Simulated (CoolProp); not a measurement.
A simple Rankine cycle with tetrahydrofuran: condensing at 323.15 K, boiler at 0.881 MPa, turbine inlet 440.4 K, turbine efficiency 0.85, pump efficiency 0.7, no recuperator. Each further row changes one setting.

Computed with CoolProp (reference Helmholtz-energy equation of state, Fiedler 2023).

```
case                             thermal efficiency (%)  net work (kJ/kg)  heat in (kJ/kg)  turbine exit temperature (K)  volume ratio over the turbine
-------------------------------  ----------------------  ----------------  ---------------  ----------------------------  -----------------------------
as stated                                          17.0              97.7              574                         361.9                           13.8
turbine inlet 460.4 K                              17.0               104              610                         383.2                           13.8
condensing temperature 315.15 K                    18.3               108              589                         354.1                           18.3
boiler pressure 0.617 MPa                          15.1              88.0              581                         374.0                           9.60
turbine efficiency 0.75                            15.0              86.0              574                         370.5                           14.2
```
